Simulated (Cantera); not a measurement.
An adiabatic, constant-pressure homogeneous reactor starts with 11.2 % CH4, 18.7 % O2, 70.1 % N2, equivalence ratio 1.2, at 1098 K and 13.0 bar.

Detailed kinetics in Cantera: GRI-Mech 3.0 (53 species, 325 reactions). The pressure lies above the range GRI-Mech 3.0 was tuned for (to about 10 atm).

### Question
Predict: time of steepest temperature rise; temperature at 2.00 s; equilibrium temperature; x(O2) at 2.00 s; x(HCO) at 2.00 s.

### Answer
```
Item                                                                   Value
---------------------------------  -----------------------------------------
time of steepest temperature rise                                    14.5 ms
temperature at 2.00 s                                                 2702 K
equilibrium temperature                                               2702 K
x(O2) at 2.00 s                    0.000925 (gas-phase equilibrium 0.000925)
x(HCO) at 2.00 s                     1.80e-7 (gas-phase equilibrium 1.80e-7)
```
